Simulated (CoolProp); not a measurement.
Tetrahydrofuran at several states: fugacity coefficient from the reference equation and from simpler models built on Tc = 540.2 K, pc = 5304 kPa, ω = 0.234; each cubic takes its own stable root.

Computed with CoolProp (reference Helmholtz-energy equation of state, Fiedler 2023).

```tsv
T (K)	p (kPa)	phase	reference
285	201	liquid	0.05860
218.6	1900	liquid	7.837e-5
412.2	69.2	gas	0.9897
234.6	21500	liquid	5.639e-5
233.1	695	liquid	0.0006946
464.2	174	gas	0.9820
```

**Question.** How far does each simpler model (van der Waals, Redlich-Kwong, Soave-Redlich-Kwong) lie from the reference over these 6 states: mean and median of the absolute difference, and the worst?

**Answer.** 
- van der Waals: mean 8536.3 %, median 6071.1 %, worst +22638.3 % at 218.6 K and 1900 kPa
- Redlich-Kwong: mean 102.2 %, median 132.2 %, worst +177.4 % at 234.6 K and 21500 kPa
- Soave-Redlich-Kwong: mean 2.3 %, median 2.9 %, worst -4.0 % at 233.1 K and 695 kPa

At some of these states van der Waals gives the other phase, because its saturation line lies elsewhere.
